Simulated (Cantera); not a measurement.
An adiabatic, constant-pressure homogeneous reactor starts with CH4 : O2 : N2 = 1 : 4.65 : 17.5 (molar parts), at 1448 K and 0.711 atm. Integrator tolerance rtol = 1e-08.

Model: GRI-Mech 3.0 (53 species, 325 reactions), integrated in Cantera.

### Question
What does this change do: pressure from 0.711 atm to 1.18 atm?

### Answer
```
quantity                                                            before                                    after
---------------------------------  ---------------------------------------  ---------------------------------------
time of steepest temperature rise                                  1.89 ms                                  1.27 ms
temperature at 5.00 s                                               2280 K                                   2288 K
equilibrium temperature                                             2280 K                                   2288 K
x(CH4) at 5.00 s                     <1e-12 (gas-phase equilibrium <1e-12)    <1e-12 (gas-phase equilibrium <1e-12)
x(O2) at 5.00 s                        0.108 (gas-phase equilibrium 0.108)      0.108 (gas-phase equilibrium 0.108)
x(HCN) at 5.00 s                     <1e-12 (gas-phase equilibrium <1e-12)    <1e-12 (gas-phase equilibrium <1e-12)
x(NO) at 5.00 s                      0.0105 (gas-phase equilibrium 0.0105)    0.0107 (gas-phase equilibrium 0.0107)
x(H2O2) at 5.00 s                  9.67e-8 (gas-phase equilibrium 9.67e-8)  1.28e-7 (gas-phase equilibrium 1.28e-7)
```

### Question
What does this change do: CH4 1 to 0.65 parts?

### Answer
```json
[
 {"quantity": "time of steepest temperature rise", "before": "1.89 ms", "after": "1.70 ms"},
 {"quantity": "temperature at 5.00 s", "before": "2280 K", "after": "2037 K"},
 {"quantity": "equilibrium temperature", "before": "2280 K", "after": "2036 K"},
 {"quantity": "x(CH4) at 5.00 s", "before": "<1e-12 (gas-phase equilibrium <1e-12)", "after": "<1e-12 (gas-phase equilibrium <1e-12)"},
 {"quantity": "x(O2) at 5.00 s", "before": "0.108 (gas-phase equilibrium 0.108)", "after": "0.143 (gas-phase equilibrium 0.143)"},
 {"quantity": "x(HCN) at 5.00 s", "before": "<1e-12 (gas-phase equilibrium <1e-12)", "after": "<1e-12 (gas-phase equilibrium <1e-12)"},
 {"quantity": "x(NO) at 5.00 s", "before": "0.0105 (gas-phase equilibrium 0.0105)", "after": "0.00644 (gas-phase equilibrium 0.00688)"},
 {"quantity": "x(H2O2) at 5.00 s", "before": "9.67e-8 (gas-phase equilibrium 9.67e-8)", "after": "3.77e-8 (gas-phase equilibrium 3.75e-8)"}
]
```
